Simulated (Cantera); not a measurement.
# Thermodynamics of chlorosilane synthesis and conversion, feed SiCl4 + Cl2 + H2

A closed system holds: 1 mol SiCl4, a varied amount of Cl2, 1.7 mol H2, at 848 K and 143 Torr.

Equilibrium computed with Cantera from the NASA thermochemical tables; the gas is ideal and each condensed phase is pure. Candidate condensed phases: Si; 19 gas species. Equilibrium is a limit: real reactors are often held back by kinetics, nucleation or transport.

```tsv
n(Cl2) (mol)	x HCl	x H2	x SiCl4	x Cl2	x SiHCl3
0.5	0.313	0.374	0.312	<1e-12	0.000605
0.61	0.369	0.329	0.302	<1e-12	0.000436
0.74	0.431	0.279	0.290	<1e-12	0.000305
0.9	0.500	0.222	0.278	<1e-12	0.000200
1.1	0.579	0.158	0.263	1.08e-12	0.000116
1.3	0.650	0.0999	0.250	2.15e-12	6.23e-5
1.6	0.744	0.0232	0.233	1.21e-11	1.18e-5
2	0.723	4.18e-12	0.213	0.0638	<1e-12
2.4	0.667	1.65e-12	0.196	0.137	<1e-12
2.9	0.607	<1e-12	0.179	0.214	<1e-12
```
x: gas mole fraction; nothing condenses.

From 0.5 mol Cl2 to 2.9 mol Cl2 nothing is condensed. The main Si-bearing gas is SiCl4 throughout.
